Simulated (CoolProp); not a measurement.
R1234ze(E) along the isotherm 219.2 K: density (kg/m³) from the reference equation and from simpler models built on Tc = 382.5 K, pc = 36.35 bar, ω = 0.313; each cubic takes its own stable root.

Computed with CoolProp (reference Helmholtz-energy equation of state, Thol 2016).

```
p (bar)   phase  reference  van der Waals  Redlich-Kwong  Soave-Redlich-Kwong  Peng-Robinson
-------  ------  ---------  -------------  -------------  -------------------  -------------
4.96     liquid       1386          819.2           1209                    …           1411
9.91     liquid       1387          821.6           1211                    …              …
14.9     liquid          …          824.0           1212                 1254           1413
19.8     liquid       1389          826.2           1214                 1256           1414
24.8     liquid       1390          828.5           1216                    …           1415
29.7     liquid       1391          830.6           1217                 1258              …
34.7     liquid       1392          832.6           1219                 1259           1417
39.7     liquid       1393          834.7           1220                 1260           1418
44.6     liquid       1393              …           1222                 1261              …
49.6     liquid       1394          838.5           1223                 1262           1420
54.5     liquid       1395          840.3           1225                 1263           1421
```

**Question.** What belongs in the gaps?

**Answer.** 
- 4.96, Soave-Redlich-Kwong: 1252
- 9.91, Soave-Redlich-Kwong: 1253
- 9.91, Peng-Robinson: 1412
- 14.9, reference: 1388
- 24.8, Soave-Redlich-Kwong: 1257
- 29.7, Peng-Robinson: 1416
- 44.6, van der Waals: 836.6
- 44.6, Peng-Robinson: 1419
